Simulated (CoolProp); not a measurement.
The fluid at 293.15 K and 0.0442 MPa is compressed adiabatically to 0.167 MPa with isentropic efficiency 0.75. The same conditions are run with several fluids, on thermodynamics alone (safety and materials aside).

Computed with CoolProp (reference Helmholtz-energy equation of state of each fluid (ammonia: Gao 2020; methane: Setzmann 1991; sulfur dioxide: Gao 2016; chlorine: Thol 2021; fluoroethane (R161): Wu 2012)).

| fluid | work (kJ/kg) | final temperature (K) | final density (kg/m³) |
|---|---|---|---|
| ammonia | 295 | 427.6 | 0.804 |
| methane | 314 | 424.0 | 0.760 |
| sulfur dioxide | 76.8 | 411.5 | 3.15 |
| chlorine | 71.4 | 439.0 | 3.26 |
| fluoroethane (R161) | 97.5 | 367.3 | 2.66 |
